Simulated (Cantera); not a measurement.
Charge: 1 mol Si₂H₆, 0.29 mol H₂O, 9 mol O₃, equilibrated at 0.133 bar.

Cantera equilibrium calculation (NASA polynomials, part measured and part estimated; ideal gas, pure solids and liquids). Candidate condensed phases: H₂O, Si, SiO₂; 18 gas species. The feed counts by its element totals alone. The tables hold silica as quartz up to 1696 K and as liquid above; real silica turns to tridymite and cristobalite and melts near 1996 K. Gases not in the tables: Si(OH)₄. Equilibrium is a limit: real reactors are often held back by kinetics, nucleation or transport. All values below are at 1598 K.

Base state: O₂ 0.752, H₂O 0.247, OH 0.000624, O 3.36e-5 (mole fractions); condensed: SiO₂(β-quartz).

What changes in the equilibrium state with this change: O₃ from 9 to 2 mol?


| species | before | after |
|---|---|---|
| H₂O | 0.247 | 0.696 |
| H₂ | 5.06e-6 | 0.304 |
| H | 3.28e-7 | 8.04e-5 |
| O₂ | 0.752 | 1.65e-9 |
| O | 3.36e-5 | 1.58e-9 |
| OH | 0.000624 | 7.16e-6 |
| SiO₂(β-quartz), mol | 2.00 | 2.00 |
